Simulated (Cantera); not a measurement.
**Thermodynamics of carbothermic reduction, feed TiO2 + CO**

Charge: 1 mol TiO2, 5.7 mol CO, equilibrated at 1275 °C and 0.750 bar.

Cantera equilibrium calculation (NASA polynomials, part measured and part estimated; ideal gas, pure solids and liquids). Candidate condensed phases: C, Ti, TiC, TiO, TiO2, Ti2O3, Ti3O5, Ti4O7; 15 gas species. Mutual solubility and eutectic melting of coexisting phases are not modelled. Condensed phases not in the tables: Magnéli phases beyond Ti4O7. Kinetics and transport are ignored.

| Property | Result |
|---|---|
| x(CO) | 0.992 |
| x(CO2) | 0.00804 |
| n(TiO2(rutile)) | 0.817 mol |
| n(Ti4O7(s)) | 0.0458 mol |
| gas amount | 5.700 mol |
| log10 activity of Ti3O5(s) (absent) | -0.14 |
| log10 activity of Ti2O3(s) (absent) | -0.66 |
| log10 activity of C(graphite) (absent) | -1.39 |
